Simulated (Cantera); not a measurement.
## Premixed flame

A freely propagating, adiabatic, planar premixed flame of 7.91 % CH₄, 3.24 % CO, 17.5 % O₂, 65.6 % N₂, 5.78 % CO₂, equivalence ratio 1.00, unburnt at 473 K and 0.109 atm; mixture-averaged transport, grid criteria slope 0.08 and curve 0.16, no radiation.

Computed with Cantera and GRI-Mech 3.0 (53 species, 325 reactions). Burning velocities carry a grid error of a few per cent, more on coarse grids.

| z (mm) | T (K) | u (m/s) | x CH₄ | x CO | x O₂ | x C₂H₄ | x C₂H | x OH |
|---|---|---|---|---|---|---|---|---|
| -8.81 | 473 | 1.04 | 0.0791 | 0.0324 | 0.175 | <1e-8 | <1e-8 | <1e-8 |
| -5.87 | 473 | 1.04 | 0.0790 | 0.0324 | 0.175 | <1e-8 | <1e-8 | <1e-8 |
| -4.40 | 475 | 1.05 | 0.0787 | 0.0324 | 0.174 | 5.98e-8 | <1e-8 | 7.77e-8 |
| -2.94 | 500 | 1.11 | 0.0770 | 0.0326 | 0.172 | 1.91e-6 | <1e-8 | 6.38e-6 |
| -1.47 | 778 | 1.75 | 0.0606 | 0.0399 | 0.152 | 6.14e-5 | <1e-8 | 5.40e-5 |
| -0.734 | 1146 | 2.60 | 0.0357 | 0.0545 | 0.118 | 0.000202 | <1e-8 | 0.000376 |
| 0 | 1520 | 3.48 | 0.00947 | 0.0708 | 0.0732 | 0.000160 | 2.97e-8 | 0.00224 |
| 0.734 | 1670 | 3.83 | 0.000859 | 0.0698 | 0.0458 | 1.08e-5 | 2.30e-8 | 0.00533 |
| 1.47 | 1702 | 3.89 | 4.25e-5 | 0.0613 | 0.0357 | 1.95e-7 | <1e-8 | 0.00686 |
| 2.94 | 1726 | 3.92 | 7.84e-8 | 0.0509 | 0.0303 | <1e-8 | <1e-8 | 0.00760 |
| 5.87 | 1755 | 3.97 | <1e-8 | 0.0454 | 0.0281 | <1e-8 | <1e-8 | 0.00787 |
| 11.7 | 1795 | 4.05 | <1e-8 | 0.0437 | 0.0267 | <1e-8 | <1e-8 | 0.00794 |
| 23.5 | 1851 | 4.16 | <1e-8 | 0.0417 | 0.0249 | <1e-8 | <1e-8 | 0.00788 |
x: mole fraction of selected species; z is measured from the peak of heat release.

```json
{
 "laminar_burning_velocity": "104 cm/s",
 "thermal_thickness": "2.94 mm",
 "peak x(C₂H₄)": "0.000240",
 "peak x(C₂H)": "4.57e-8",
 "peak x(OH)": "0.00794",
 "grid_points": "170"
}
```
